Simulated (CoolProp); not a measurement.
Model: reference Helmholtz-energy equation of state, Smukala 2000, in CoolProp.

Task: Give the vapour pressure (kPa), liquid density (kg/m³), vapour density (kg/m³), enthalpy of vaporisation (kJ/kg) of saturated ethylene at 191.8, 206, 276.6 K.

Result: 
```csv
T (K),p (kPa),liquid density (kg/m³),vapour density (kg/m³),enthalpy of vaporisation (kJ/kg)
191.8,321,534,6.09,447
206,578,511,10.7,421
276.6,4430,321,115,154
```
